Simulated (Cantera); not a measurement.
A freely propagating, adiabatic, planar premixed flame of CH₄ : O₂ : N₂ = 1 : 2.47 : 9.28 (molar parts), unburnt at 700 K and 310000 Pa; mixture-averaged transport, grid criteria slope 0.08 and curve 0.16, no radiation.

Cantera simulation using GRI-Mech 3.0 (53 species, 325 reactions); the numbers are that mechanism's predictions, not measurements. Burning velocities carry a grid error of a few per cent, more on coarse grids.

x: mole fraction of selected species; z is measured from the peak of heat release.

```
z (mm)   T (K)  u (m/s)     x CH₄    x O₂      x H₂    x O     x CO₂    x HCN
-------  -----  -------  --------  ------  --------  -----  --------  -------
-0.414     700     1.06    0.0783   0.194  0.000691  <1e-8   7.95e-7    <1e-8
-0.276     705     1.07    0.0779   0.193   0.00184  <1e-8   1.52e-5    <1e-8
-0.207     716     1.09    0.0770   0.192   0.00303  <1e-8   6.58e-5    <1e-8
-0.138     774     1.18    0.0727   0.187   0.00521      ?  0.000487  2.95e-8
-0.0689   1093     1.68    0.0517   0.159   0.00872      ?   0.00478  2.60e-7
-0.0345   1447     2.24    0.0284   0.123    0.0105      ?    0.0125  6.53e-7
0         1803     2.80   0.00655  0.0813    0.0102      ?    0.0260  1.30e-6
0.0345    1962     3.04  0.000414  0.0577   0.00712      ?    0.0407  9.89e-7
0.0689    2026     3.13   1.42e-5  0.0496   0.00555      ?    0.0511  3.25e-7
0.138     2105     3.23   2.48e-8  0.0445   0.00459      ?    0.0612  2.81e-8
0.276     2186     3.34     <1e-8  0.0411   0.00325      ?    0.0677    <1e-8
0.552     2250     3.42     <1e-8  0.0389   0.00189      ?    0.0719    <1e-8
1.10      2282     3.46     <1e-8  0.0379   0.00115      ?    0.0743    <1e-8
```

Question: What belongs in the gaps?

Answer: 
- -0.138, x O: 4.74e-8
- -0.0689, x O: 8.08e-6
- -0.0345, x O: 9.72e-5
- 0, x O: 0.000860
- 0.0345, x O: 0.00286
- 0.0689, x O: 0.00361
- 0.138, x O: 0.00314
- 0.276, x O: 0.00205
- 0.552, x O: 0.00112
- 1.10, x O: 0.000666
